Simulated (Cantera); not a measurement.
A perfectly stirred reactor is fed with C3H8 : H2 = 1 : 13 (molar parts), at 0.000987 atm; it is held at 1975 K, and followed from long to short residence time.

Computed with Cantera and GRI-Mech 3.0 (53 species, 325 reactions). GRI-Mech 3.0 was tuned for natural gas; its chemistry of propane as a main component is partial and can be far from experiment. GRI-Mech 3.0 stops at C3 and has no aromatics, soot or wall deposition, so with more carbon than oxygen in the feed, carbon stays in small species such as C2H2 where larger ones or solid carbon would form. Radical loss at walls, strong at low pressure, is not modelled.

x: mole fraction; the columns are a selection and need not sum to one.

| τ (s) | x C3H8 | x H2 | x CH2 | x C2H2 | x H | x CH3 |
|---|---|---|---|---|---|---|
| 16 | 7.11e-7 | 0.899 | ___ | 0.0863 | 0.0118 | 0.000681 |
| 3.1 | 4.51e-6 | 0.897 | ___ | 0.0833 | 0.00866 | 0.00170 |
| 0.59 | 2.54e-5 | 0.889 | ___ | 0.0766 | 0.00785 | 0.00388 |
| 0.11 | 0.000135 | 0.874 | ___ | 0.0646 | 0.00819 | 0.00810 |
| 0.021 | 0.000677 | 0.857 | ___ | 0.0479 | 0.00907 | 0.0146 |
| 0.0041 | 0.00330 | 0.848 | 8.45e-5 | 0.0268 | 0.00954 | 0.0227 |
| 0.00077 | 0.0168 | 0.865 | 8.39e-5 | 0.00539 | 0.00725 | 0.0301 |

### Question
Fill in the missing entries.

### Answer

- 16, x CH2: 1.00e-5
- 3.1, x CH2: 1.59e-5
- 0.59, x CH2: 2.62e-5
- 0.11, x CH2: 4.23e-5
- 0.021, x CH2: 6.33e-5
